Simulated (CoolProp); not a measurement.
Saturation properties of R1132(E).

Values from CoolProp's reference Helmholtz-energy equation of state, Akasaka 2024.

```tsv
T (K)	p (kPa)	liquid density (kg/m³)	vapour density (kg/m³)	liquid cp (kJ/(kg K))
278.5	960.7	985.4	31.63	1.773
284	1128	967.3	37.26	___
289.6	1320	___	43.86	1.844
295.1	1530	928.1	51.32	___
300.6	1765	906.9	59.93	1.946
306.2	2030	883.9	___	___
311.7	2318	859.6	___	2.106
317.3	2642	___	___	2.224
```

**Question.** What belongs in the gaps?

**Answer.** 
- 284, liquid cp (kJ/(kg K)): 1.805
- 289.6, liquid density (kg/m³): 948.0
- 295.1, liquid cp (kJ/(kg K)): 1.890
- 306.2, vapour density (kg/m³): 70.10
- 306.2, liquid cp (kJ/(kg K)): 2.018
- 311.7, vapour density (kg/m³): 81.76
- 317.3, liquid density (kg/m³): 832.6
- 317.3, vapour density (kg/m³): 95.77
